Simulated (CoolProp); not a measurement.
Values from CoolProp's reference Helmholtz-energy equation of state, Lemmon 2003. It is a pseudo-pure fit of the blend.

For R410A, give the phase and the cp (kJ/(kg K)), viscosity (µPa s), conductivity (mW/(m K)) at 87.05 °C and 82.8 kPa.


- 87.05 °C and 82.8 kPa: gas; cp 0.907, viscosity 15.6, conductivity 17.9

Viscosity comes from a separate model (Geller 2000). Thermal conductivity comes from a separate model (Geller 2001).
